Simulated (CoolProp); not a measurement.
Properties of carbon monoxide along the isobar 0.0646 MPa.

Computed with CoolProp (reference Helmholtz-energy equation of state, Lemmon 2006). It is a short technical equation, of lower accuracy than the large ones.

```json
[
 {"T (°C)": "-167.15", "phase": "gas", "Z": "0.9881", "cv (kJ/(kg K))": "0.7479", "speed of sound (m/s)": "208.5", "Joule-Thomson coefficient (K/MPa)": "15.88", "isothermal compressibility (1/MPa)": "15.67"},
 {"T (°C)": "-144.25", "phase": "gas", "Z": "0.9932", "cv (kJ/(kg K))": "0.7446", "speed of sound (m/s)": "230.6", "Joule-Thomson coefficient (K/MPa)": "11.16", "isothermal compressibility (1/MPa)": "15.59"},
 {"T (°C)": "-121.35", "phase": "gas", "Z": "0.9959", "cv (kJ/(kg K))": "0.7435", "speed of sound (m/s)": "250.7", "Joule-Thomson coefficient (K/MPa)": "8.445", "isothermal compressibility (1/MPa)": "15.54"},
 {"T (°C)": "-98.55", "phase": "gas", "Z": "0.9973", "cv (kJ/(kg K))": "0.7430", "speed of sound (m/s)": "269.1", "Joule-Thomson coefficient (K/MPa)": "6.681", "isothermal compressibility (1/MPa)": "15.52"},
 {"T (°C)": "-75.65", "phase": "gas", "Z": "0.9982", "cv (kJ/(kg K))": "0.7428", "speed of sound (m/s)": "286.3", "Joule-Thomson coefficient (K/MPa)": "5.430", "isothermal compressibility (1/MPa)": "15.51"},
 {"T (°C)": "-52.75", "phase": "gas", "Z": "0.9988", "cv (kJ/(kg K))": "0.7427", "speed of sound (m/s)": "302.6", "Joule-Thomson coefficient (K/MPa)": "4.497", "isothermal compressibility (1/MPa)": "15.50"},
 {"T (°C)": "-29.85", "phase": "gas", "Z": "0.9992", "cv (kJ/(kg K))": "0.7428", "speed of sound (m/s)": "317.9", "Joule-Thomson coefficient (K/MPa)": "3.773", "isothermal compressibility (1/MPa)": "15.49"},
 {"T (°C)": "-6.95", "phase": "gas", "Z": "0.9995", "cv (kJ/(kg K))": "0.7430", "speed of sound (m/s)": "332.6", "Joule-Thomson coefficient (K/MPa)": "3.193", "isothermal compressibility (1/MPa)": "15.49"},
 {"T (°C)": "15.95", "phase": "gas", "Z": "0.9997", "cv (kJ/(kg K))": "0.7434", "speed of sound (m/s)": "346.6", "Joule-Thomson coefficient (K/MPa)": "2.719", "isothermal compressibility (1/MPa)": "15.48"},
 {"T (°C)": "38.85", "phase": "gas", "Z": "0.9999", "cv (kJ/(kg K))": "0.7441", "speed of sound (m/s)": "360.0", "Joule-Thomson coefficient (K/MPa)": "2.324", "isothermal compressibility (1/MPa)": "15.48"},
 {"T (°C)": "61.75", "phase": "gas", "Z": "1.0000", "cv (kJ/(kg K))": "0.7452", "speed of sound (m/s)": "373.0", "Joule-Thomson coefficient (K/MPa)": "1.989", "isothermal compressibility (1/MPa)": "15.48"},
 {"T (°C)": "84.65", "phase": "gas", "Z": "1.000", "cv (kJ/(kg K))": "0.7466", "speed of sound (m/s)": "385.4", "Joule-Thomson coefficient (K/MPa)": "1.701", "isothermal compressibility (1/MPa)": "15.48"}
]
```
